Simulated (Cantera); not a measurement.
A closed system holds: 1 mol SiH2Cl2, 0.25 mol CH4, 380 mol H2, at 2323 K and 1.28 Torr.

Method: chemical equilibrium by Gibbs-energy minimisation in Cantera with the NASA 1993 tables (ideal gas, pure condensed phases). Candidate condensed phases: C, C6H6, C7H8, C8H18, Si, SiC; 109 gas species. Rates play no part.

Base state: H2 0.762, H 0.231, HCl 0.00379, Si 0.00225, Cl 0.000823, C2H2 (acetylene) 0.000258, SiH 2.85e-5, SiC2 2.35e-5 (mole fractions); condensed: gas only.

Problem. What changes in the equilibrium state with this change: pressure from 1.28 Torr to 5.55 Torr?

Solution. 
```
species             before     after
----------------  --------  --------
H2                   0.762     0.874
H                    0.231     0.118
HCl                0.00379   0.00446
Si                 0.00225   0.00234
SiH                2.85e-5   6.63e-5
Cl                0.000823  0.000434
C2H2 (acetylene)  0.000258  0.000278
SiC2               2.35e-5   2.29e-5
```
